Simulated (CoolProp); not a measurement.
Propylene along the isotherm 368.5 K: Z from the reference equation and from simpler models built on Tc = 364.2 K, pc = 4555 kPa, ω = 0.146; each cubic takes its own stable root.

The numbers come from the reference Helmholtz-energy equation of state, Lemmon 2013 in CoolProp.

```
p (kPa)          phase  reference  van der Waals  Redlich-Kwong  Soave-Redlich-Kwong
-------  -------------  ---------  -------------  -------------  -------------------
813                gas     0.9385         0.9461         0.9389               0.9391
1630               gas     0.8708         0.8861         0.8718               0.8723
2440               gas     0.7953         0.8182         0.7973               0.7981
3250               gas     0.7064         0.7368         0.7100               0.7115
4070               gas     0.5888         0.6257         0.5954               0.5983
4880     supercritical     0.3286         0.3358         0.3340               0.3583
5690     supercritical     0.2320         0.3218         0.2783               0.2812
6510     supercritical     0.2473         0.3433         0.2907               0.2927
7320     supercritical     0.2668         0.3693         0.3090               0.3106
8130     supercritical     0.2876         0.3969         0.3293               0.3307
8950     supercritical     0.3092         0.4254         0.3506               0.3519
9760     supercritical     0.3306         0.4539         0.3720               0.3732
10600    supercritical     0.3530         0.4835         0.3943               0.3954
11400    supercritical     0.3742         0.5116         0.4155               0.4166
```
